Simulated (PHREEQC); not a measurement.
Metal-bearing waste water

Consider water at 36 °C with 18 mmol/kgw FeSO4 and 120 mmol/kgw NaCl. Closed to the air; pH follows from the charge balance.

Computed with PHREEQC (ion-association model, phreeqc.dat).

```yaml
pH: 5.82
ionic_strength: 0.172 mol/kgw
specific_conductance: 17800 µS/cm
density: 1.001 g/cm³
```

```
species  molality  activity   log γ
-------  --------  --------  ------
Cl-         0.119    0.0862  -0.141
Na+         0.118    0.0884  -0.124
Fe+2       0.0137   0.00462  -0.473
SO4-2      0.0121   0.00368  -0.519
FeSO4     0.00353   0.00367   0.017
NaSO4-    0.00232   0.00174  -0.124
FeCl+    0.000734  0.000549  -0.126
FeOH+     2.85e-6   2.12e-6  -0.128
H+        1.89e-6   1.51e-6  -0.097
HSO4-     9.28e-7   6.95e-7  -0.126
FeHSO4+   5.16e-8   3.86e-8  -0.126
OH-       2.06e-8   1.47e-8  -0.146
```

No solid was allowed to form. At this temperature some constants are extrapolated from 25 °C, and those without enthalpy data are left unchanged.
